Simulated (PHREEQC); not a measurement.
Solution (74 °C): 0.0021 mol Pb(NO3)2, 0.00028 mol ZnCl2 and 0.00097 mol H2SO4 per kg of water. It is in equilibrium with CO2 at log p = -2 (atm). Otherwise closed; pH follows from the charge balance.

Computed with PHREEQC (ion-association model, phreeqc.dat).

Each row changes one thing in this solution. No solid was allowed to form.

| case | pH | ionic strength (mol/kgw) | SO4-2 (mol/kgw) | HSO4- (mol/kgw) | HCO3- (mol/kgw) |
|---|---|---|---|---|---|
| as made | 2.80 | 0.00840 | 0.000523 | 0.000205 | 4.55e-8 |
| Pb(NO3)2 left out | 2.81 | 0.00306 | 0.000656 | 0.000283 | ? |
| temperature from 74 to 70 °C | 2.80 | 0.00842 | ? | ? | 4.85e-8 |
| diluted 100-fold with water | 4.66 | 0.000103 | 9.52e-6 | 6.81e-8 | 2.98e-6 |
| Pb(NO3)2 from 0.0021 to 0.00021 mol/kgw | 2.81 | 0.00357 | 0.000636 | 0.000271 | ? |
| diluted 5-fold with water | 3.45 | 0.00187 | 0.000154 | 1.57e-5 | 1.93e-7 |
| ZnCl2 left out | 2.80 | 0.00770 | 0.000525 | 0.000208 | ? |
| ZnCl2 replaced by CaCl2 at the same molality | 2.80 | 0.00842 | 0.000525 | 0.000205 | 4.55e-8 |
| ZnCl2 from 0.00028 to 0.00014 mol/kgw | 2.80 | 0.00805 | 0.000524 | 0.000206 | 4.54e-8 |

Task: Some entries are withheld; supply them.

Result: 
- Pb(NO3)2 left out, HCO3- (mol/kgw): 4.45e-8
- temperature from 74 to 70 °C, SO4-2 (mol/kgw): 0.000533
- temperature from 74 to 70 °C, HSO4- (mol/kgw): 0.000189
- Pb(NO3)2 from 0.0021 to 0.00021 mol/kgw, HCO3- (mol/kgw): 4.46e-8
- ZnCl2 left out, HCO3- (mol/kgw): 4.53e-8

Some of these states are supersaturated (in Anglesite, for instance). Constants without temperature data keep their 25 °C values here.
